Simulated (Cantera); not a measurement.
Cantera run:

```python
import numpy as np
import cantera as ct

gas_names = [...]  # 136 gases of nasa_gas.yaml made of C, H, N, O
cond_names = """
    C(gr) C6H6(L) C7H8(L) C8H18(L),n-octa H2O(s) H2O(L)
""".split()


# ... load() reads the species with a 1 bar reference pressure and builds the phases ...
atoms = {
    'CH4': {'C': 1, 'H': 4},
    'O2': {'O': 2},
    'N2': {'N': 2},
}
top_T = {'C(gr)': 4500}  # K; cautious upper limits of use, not melting points


# ... equilibrate(T, P, feed) seeds the gas with the atoms and calls Mixture.equilibrate('TP', solver="vcs", rtol=1e-11, max_steps=5000) ...
results = []
feed = {'CH4': 1, 'O2': 0.054, 'N2': 0.54}  # mol
T = 550  # K
for P in [10, 56, 320, 1800, 10000, 56000, 320000, 1800000, 10000000]:
    mix = equilibrate(T, P, feed)
    results.append((T, P, feed, dict(zip(mix.species_names, mix.species_moles))))

top = {s: max(r[3][s] / sum(r[3][g] for g in gas_names) for r in results) for s in gas_names}
cols = sorted((s for s in top if top[s] > 1e-05), key=lambda s: -top[s])[:5]
seen = [c for c in cond_names if any(r[3].get(c, 0) > 1e-12 for r in results)]
print("log10 of partial pressures in bar; condensed amounts in mol")
print(f"{'P/Pa':>10s}" + "".join(f"{s[:9]:>10s}" for s in cols + seen))
for T, P, feed, n in results:
    ng = sum(n[g] for g in gas_names)
    print(f"{P:10.4g}" + "".join(f"{np.log10(max(n[s] / ng * P / 1e5, 1e-99)):10.3f}" for s in cols)
          + "".join(f"{n.get(c, 0):10.4g}" for c in seen))
```

It prints:

```
log10 of partial pressures in bar; condensed amounts in mol
      P/Pa        H2       CH4        N2       H2O       CO2     C(gr)
        10    -4.141    -5.654    -4.666    -5.497    -6.325    0.9281
        56    -3.453    -4.279    -3.886    -4.628    -5.963    0.7756
       320    -2.861    -3.094    -3.070    -3.788    -5.468    0.4868
      1800    -2.380    -2.132    -2.268    -2.980    -4.814    0.2599
     1e+04    -1.961    -1.295    -1.495    -2.205    -4.099    0.1438
   5.6e+04    -1.567    -0.507    -0.733    -1.442    -3.362    0.0914
   3.2e+05    -1.180     0.267     0.030    -0.678    -2.609   0.06883
   1.8e+06    -0.802     1.024     0.783     0.074    -1.860   0.05965
     1e+07    -0.428     1.771     1.528     0.820    -1.116    0.0562
```

These are equilibrium values from Cantera (NASA tables, ideal gas, pure condensed phases), not measurements of a reactor. The ideal-gas law is rough above about 30 bar.
